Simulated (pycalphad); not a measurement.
An equivalent pycalphad script:

```python
from pycalphad import Database, equilibrium, calculate, variables as v
import numpy as np
db = Database('COST507.tdb')
comps = ['AL', 'SI', 'MN', 'VA']
phases = ['AL11MN4', 'AL12MN', 'AL4MN', 'AL6MN', 'AL8MN5_D810', 'ALMNSI_ALPHA', 'ALMNSI_BETA', 'ALMNSI_DELTA', 'BCC_A2', 'CBCC_A12', 'CUB_A13', 'DIAMOND_A4', 'FCC_A1', 'HCP_A3', 'LIQUID', 'MN11SI19', 'MN3SI', 'MN5SI3', 'MN6SI', 'MN9SI2', 'MNSI']
eq = equilibrium(db, comps, phases, {v.X('SI'): 0.0342, v.X('MN'): 0.0256, v.T: np.arange(1850, 499, -50), v.P: 101325, v.N: 1}, output=['HM', 'SM'])
```

CALPHAD calculation (pycalphad, COST 507 light-alloy database (1999)), 1 atm. The database dates from 1999; later assessments differ in places, in temperatures and in the compounds included. Amounts are mole fractions of atoms.

Results at three of the temperatures:

```
T = 1650.00 K, P = 101325 Pa, N = 1 mol of atoms
G = -99962 J/mol, H = 50819 J/mol, S = 91.38 J/(mol K)  (SER reference)
chemical potentials (J/mol): Al -96925, Si -125259, Mn -177703
phase             fraction      x(Al)      x(Si)      x(Mn)
LIQUID              1.0000     0.9402     0.0342     0.0256
```

```
T = 950.00 K, P = 101325 Pa, N = 1 mol of atoms
G = -41678 J/mol, H = 26170 J/mol, S = 71.42 J/(mol K)  (SER reference)
chemical potentials (J/mol): Al -39323, Si -47365, Mn -120573
phase             fraction      x(Al)      x(Si)      x(Mn)
LIQUID              0.9064     0.9628     0.0269     0.0103
ALMNSI_ALPHA        0.0936     0.7212     0.1049     0.1739
```

```
T = 850.00 K, P = 101325 Pa, N = 1 mol of atoms
G = -35309 J/mol, H = 13036 J/mol, S = 56.88 J/(mol K)  (SER reference)
chemical potentials (J/mol): Al -33078, Si -23665, Mn -132795
phase             fraction      x(Al)      x(Si)      x(Mn)
FCC_A1              0.8247     0.9849     0.0148   0.000336
ALMNSI_ALPHA        0.1453     0.6995     0.1266     0.1739
LIQUID              0.0300     0.8773     0.1210     0.0017
```

Changes of the phase set, refined by bisection:

```
T (K)                          phases above                         phases below
------  -----------------------------------  -----------------------------------
1015.5                               LIQUID                 ALMNSI_BETA + LIQUID
991.7                  ALMNSI_BETA + LIQUID  ALMNSI_ALPHA + ALMNSI_BETA + LIQUID
990.4   ALMNSI_ALPHA + ALMNSI_BETA + LIQUID                ALMNSI_ALPHA + LIQUID
917.0                 ALMNSI_ALPHA + LIQUID       ALMNSI_ALPHA + FCC_A1 + LIQUID
849.6        ALMNSI_ALPHA + FCC_A1 + LIQUID   ALMNSI_ALPHA + DIAMOND_A4 + FCC_A1
```

Database names, with the compositions (at.%) that they take in these runs: ALMNSI_BETA: Al 68 Mn 23 Si 9; ALMNSI_ALPHA: Al 70-72 Mn 17 Si 10-13. FCC_A1 is fcc; DIAMOND_A4 is diamond (Si).
